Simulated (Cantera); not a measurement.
# Ignition delay

Mixture: 5.94 % CH3OH, 19.8 % O2, 74.3 % N2, at 1500000 Pa, adiabatic and at constant volume. Ignition delay is the time to a rise of 400 K.

Cantera simulation using GRI-Mech 3.0 (53 species, 325 reactions); the numbers are that mechanism's predictions, not measurements. GRI-Mech 3.0 was tuned for natural gas; its chemistry of methanol as a main component is partial and can be far from experiment. The pressure lies above the range GRI-Mech 3.0 was tuned for (to about 10 atm).

```json
[
 {"T0 (K)": "1000", "delay (ms)": "77.3"},
 {"T0 (K)": "1050", "delay (ms)": "24.2"},
 {"T0 (K)": "1100", "delay (ms)": "8.38"},
 {"T0 (K)": "1150", "delay (ms)": "3.18"},
 {"T0 (K)": "1200", "delay (ms)": "1.31"},
 {"T0 (K)": "1250", "delay (ms)": "0.584"},
 {"T0 (K)": "1300", "delay (ms)": "0.279"},
 {"T0 (K)": "1350", "delay (ms)": "0.142"}
]
```

```
Item                                                     Value
--------------------------------------------------  ----------
apparent activation energy between 1250 and 1350 K  200 kJ/mol
```
